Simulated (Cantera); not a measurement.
A diamond (100) surface in a fixed gas of H2 with x(CH4) = 0.0024, x(H) = 0.0055, x(CH3) = 5.8e-05, at 1250 K; coverages are run to steady state.

Detailed kinetics in Cantera: the Harris–Goodwin 1993 mechanism for the reconstructed diamond (100) surface.

θ: site fractions in the mechanism's names (c6HH fully hydrogenated, c6H* and c6*H radical sites, c6** diradical, c6HM methylated).

```
P (Pa)  growth (µm/h)  θ c6HH  θ c6H*  θ c6*H  θ c6**      θ c6HM
------  -------------  ------  ------  ------  ------  ----------
340            0.0207   0.412  0.0436   0.508  0.0360  (withheld)
550            0.0371   0.412  0.0436   0.508  0.0360  (withheld)
900            0.0686   0.412  0.0436   0.508  0.0359  (withheld)
1500            0.134   0.412  0.0436   0.508  0.0359  (withheld)
2400            0.258   0.412  0.0436   0.508  0.0359  (withheld)
3800            0.505   0.412  0.0436   0.508  0.0359  (withheld)
6200             1.06   0.412  0.0437   0.508  0.0359  (withheld)
10000            2.23   0.411  0.0437   0.508  0.0359  (withheld)
```

Q: What belongs in the gaps?

A: 
- 340, θ c6HM: 2.51e-5
- 550, θ c6HM: 4.09e-5
- 900, θ c6HM: 6.68e-5
- 1500, θ c6HM: 0.000110
- 2400, θ c6HM: 0.000171
- 3800, θ c6HM: 0.000260
- 6200, θ c6HM: 0.000396
- 10000, θ c6HM: 0.000578
